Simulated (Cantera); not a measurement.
A perfectly stirred reactor is fed with CO : O2 : H2O : N2 = 0.0062 : 0.007 : 0.015 : 1 (molar parts), equivalence ratio 0.44, at 100.0 Torr; it is held at 1175 K, and followed from long to short residence time.

Computed with Cantera and GRI-Mech 3.0 (53 species, 325 reactions).

Q: What does this change do: temperature 1175 to 1225 K?

A: 
| quantity | before | after |
|---|---|---|
| x(CO) at τ = 0.630 s | 0.000371 | 0.000328 |
| x(O2) at τ = 0.630 s | 0.00403 | 0.00401 |
| x(H2O) at τ = 0.630 s | 0.0144 | 0.0144 |
| x(OH) at τ = 0.630 s | 7.98e-5 | 0.000102 |
| x(O) at τ = 0.630 s | 7.13e-5 | 8.35e-5 |
| x(CO) at τ = 37.0 ms | 0.00213 | 0.00184 |
| x(O2) at τ = 37.0 ms | 0.00503 | 0.00491 |
| x(H2O) at τ = 37.0 ms | 0.0139 | 0.0137 |
| x(OH) at τ = 37.0 ms | 0.000144 | 0.000185 |
| x(O) at τ = 37.0 ms | 0.000274 | 0.000319 |
